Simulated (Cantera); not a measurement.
A closed system holds: 1 mol Si, a varied amount of HCl, 3 mol N₂, at 0.210 Torr.

These are equilibrium values from Cantera (NASA tables, ideal gas, pure condensed phases), not measurements of a reactor. Candidate condensed phases: NH₄Cl, Si, Si₃N₄; 28 gas species. N₂ is the only nitrogen source here; it is nearly inert below about 1500 K, so the nitride shown seldom forms there in practice. The tables' values for SiCl₃ are old estimates. Rates play no part.

What condenses at these points (T in °C, n(HCl) in mol): (927, 13); (852, 16); (852, 6.6); (477, 11); (777, 4.6)?


```tsv
T (°C)	n(HCl) in mol	condensed phases	Si condensed (%)
927	13	gas only	0.0
852	16	gas only	0.0
852	6.6	Si₃N₄	35.6
477	11	gas only	0.0
777	4.6	Si₃N₄	56.7
```
